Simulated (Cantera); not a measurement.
Input: 1 mol Si2H6, 33 mol H2, 1.6 mol HCl, at 800 K and 0.640 bar.

Cantera equilibrium calculation (NASA polynomials, part measured and part estimated; ideal gas, pure solids and liquids). Candidate condensed phases: Si; 19 gas species. The feed counts by its element totals alone. Rates play no part.

Base state: H2 0.987, SiHCl3 0.00636, SiCl4 0.00550, HCl 0.000772, SiH2Cl2 0.000593, SiH3Cl 1.28e-5 (mole fractions); condensed: Si(s).

Task: What changes in the equilibrium state with this change: Si2H6 replaced by Si2Cl6?

Result: 
| species | before | after |
|---|---|---|
| H2 | 0.987 | 0.941 |
| SiCl4 | 0.00550 | 0.0426 |
| SiHCl3 | 0.00636 | 0.0133 |
| SiH3Cl | 1.28e-5 | 1.94e-6 |
| HCl | 0.000772 | 0.00273 |
| Si(s), mol | 1.54 | 0 |
The tables' values for SiCl3 are old estimates; treat these amounts as uncertain.
